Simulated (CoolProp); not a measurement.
Vapour-liquid equilibrium of fluoroethane (R161) (1) + R134a (2) at 2.73 kPa; x and y are mole fractions of (1).

The numbers come from the multi-fluid Helmholtz-energy mixture model, Wu 2012 and Tillner-Roth 1994; pair parameters Bell 2016 in CoolProp.

```tsv
x	bubble temperature, mixture model (K)	bubble temperature, Raoult's law (K)	y, mixture model	y, Raoult's law
0.05	189.0	188.8	0.102	0.115
0.125	188.0	187.7	0.240	0.263
0.2	187.1	186.6	0.362	0.388
0.275	186.2	185.6	0.470	0.492
0.35	185.3	184.7	0.565	0.582
0.425	184.4	183.8	0.648	0.658
0.5	183.5	183.0	0.721	0.725
0.575	182.7	182.2	0.784	0.782
0.65	181.9	181.5	0.838	0.833
0.725	181.1	180.8	0.884	0.877
0.8	180.4	180.2	0.923	0.916
0.875	179.7	179.6	0.956	0.950
0.95	179.1	179.0	0.984	0.981
```

The largest gap from Raoult's law is +0.6 K in bubble temperature, at x = 0.35. No azeotrope shows between x = 0.05 and 0.95.

Pair parameters are fitted to limited data, so mixtures are less certain than the pure fluids.
